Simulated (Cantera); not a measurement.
**Thermodynamics of silicon nitride deposition, feed SiCl4 + NH3 + N2**

A closed system holds: 1 mol SiCl4, 1 mol NH3, 6.8 mol N2, equilibrated at 79.0 Pa.

Cantera equilibrium calculation (NASA polynomials, part measured and part estimated; ideal gas, pure solids and liquids). Candidate condensed phases: NH4Cl, Si, Si3N4; 28 gas species. The tables' values for SiCl3 are old estimates; treat these amounts as uncertain. Kinetics and transport are ignored.

From 1173 K to 1398 K the condensed part is Si3N4(s). From 1423 K to 1498 K nothing is condensed. The main Si-bearing gas is SiCl4 at 1173 K and SiCl2 at 1498 K.

```
T (K)   x N2  x HCl  x SiCl2    x H2   x SiCl4  x SiCl3  n Si3N4(s)
-----  -----  -----  -------  ------  --------  -------  ----------
1173   0.692  0.226  0.00252  0.0364    0.0394  0.00318       0.182
1198   0.691  0.226  0.00447  0.0361    0.0374  0.00435       0.178
1223   0.690  0.225  0.00764  0.0361    0.0346  0.00576       0.171
1248   0.689  0.223   0.0125  0.0363    0.0310  0.00734       0.161
1273   0.688  0.220   0.0197  0.0370    0.0264  0.00890       0.146
1298   0.686  0.215   0.0292  0.0384    0.0212   0.0102       0.125
1323   0.684  0.208   0.0410  0.0406    0.0157   0.0108      0.0994
1348   0.682  0.198   0.0539  0.0437    0.0106   0.0107      0.0697
1373   0.681  0.187   0.0670  0.0479   0.00664  0.00981      0.0381
1398   0.681  0.174   0.0791  0.0530   0.00389  0.00849     0.00660
1423   0.680  0.174   0.0831  0.0529   0.00261  0.00740           0
1448   0.679  0.176   0.0847  0.0517   0.00183  0.00649           0
1473   0.679  0.177   0.0860  0.0507   0.00128  0.00566           0
1498   0.678  0.179   0.0870  0.0499  0.000893  0.00493           0
```
x: gas mole fraction; n: condensed amount in mol.
